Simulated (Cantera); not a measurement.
A closed system holds: 1 mol SiCl4, 0.22 mol Cl2, 6.7 mol H2, held at 1002 °C and 13.3 mbar.

Method: chemical equilibrium by Gibbs-energy minimisation in Cantera with the NASA 1993 tables (ideal gas, pure condensed phases). Candidate condensed phases: Si; 19 gas species. The tables' values for SiCl3 are old estimates; treat these amounts as uncertain. Rates play no part.

Base state: H2 0.700, HCl 0.182, SiCl2 0.0525, SiCl4 0.0413, SiCl3 0.0182, SiHCl3 0.00640, SiH2Cl2 0.000138 (mole fractions); condensed: gas only.

Q: What changes in the equilibrium state with this change: pressure from 13.3 mbar to 1.20 bar?

A: 
```tsv
species	before	after
H2	0.700	0.774
HCl	0.182	0.100
SiCl4	0.0413	0.0855
SiCl2	0.0525	0.00439
SiHCl3	0.00640	0.0266
SiCl3	0.0182	0.00759
SiH3Cl	8.27e-7	1.38e-5
SiH2Cl2	0.000138	0.00115
```
